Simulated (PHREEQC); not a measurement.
Solution (20 °C): 0.047 mol/kgw HF, 0.00025 mol/kgw Na2CO3 and 0.00086 mol/kgw LiCl. Closed to the air; pH follows from the charge balance.

All values are PHREEQC results (ion-association model, phreeqc.dat), not measurements.

Each row changes one thing in this solution. Precipitation was switched off in this run.

| case | pH | ionic strength (mol/kgw) | HF (mol/kgw) | F- (mol/kgw) | HF2- (mol/kgw) | NaF (mol/kgw) | SI of Halite (NaCl) |
|---|---|---|---|---|---|---|---|
| as made | 2.25 | 0.00739 | 0.0396 | 0.00570 | 0.000831 | 1.36e-6 | -8.01 |
| temperature from 20 to 15 °C | 2.24 | 0.00763 | 0.0394 | 0.00595 | 0.000822 | 1.42e-6 | -8.01 |
| LiCl from 0.00086 to 0.0043 mol/kgw | 2.25 | 0.0109 | 0.0395 | 0.00578 | 0.000841 | 1.34e-6 | -7.33 |
| diluted 10-fold with water | 2.83 | 0.00169 | 0.00308 | 0.00158 | 1.79e-5 | 4.15e-8 | -9.97 |
| LiCl from 0.00086 to 0.00043 mol/kgw | 2.25 | 0.00694 | 0.0396 | 0.00568 | 0.000830 | 1.37e-6 | -8.31 |
| HF from 0.047 to 0.0423 mol/kgw | 2.28 | 0.00700 | 0.0355 | 0.00543 | 0.000708 | 1.30e-6 | -8.01 |

Species that the database lacks are ignored.
